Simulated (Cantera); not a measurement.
A closed system holds: 1 mol Pb, 1.7 mol H₂, 1.3 mol O₂, at 825 K and 350 Pa.

Equilibrium computed with Cantera from the NASA thermochemical tables; the gas is ideal and each condensed phase is pure. Candidate condensed phases: H₂O, Pb, PbO, PbO₂, Pb₃O₄; 12 gas species. Kinetics and transport are ignored.

Base state: H₂O 1.000, H₂ 7.13e-5, Pb 4.10e-5 (mole fractions); condensed: Pb(l) + PbO(yellow).

### Question
What changes in the equilibrium state with this change: O₂ from 1.3 to 0.012 mol?

### Answer
| species | before | after |
|---|---|---|
| H₂ | 7.13e-5 | 0.986 |
| H₂O | 1.000 | 0.0141 |
| Pb | 4.10e-5 | 4.10e-5 |
| Pb(l), mol | 0.0998 | 1.000 |
| PbO(yellow), mol | 0.900 | 0 |
